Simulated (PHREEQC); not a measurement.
**Alkaline etch or developer (model solution)**

Consider water at 75 °C with 0.0098 mol LiOH, 0.0036 mol H3BO3 and 0.0011 mol Na2CO3 per kg of water. Closed to the air; pH follows from the charge balance.

Equilibrium calculation in PHREEQC: ion-association model, phreeqc.dat.

Precipitation was switched off in this run.

Q: Estimate the pH.

A: pH 10.45.

Q: In which forms is Na present?

A: Na+ 93 %, NaCO3- 6.7 % of the Na.

At this temperature some constants are extrapolated from 25 °C, and those without enthalpy data are left unchanged.
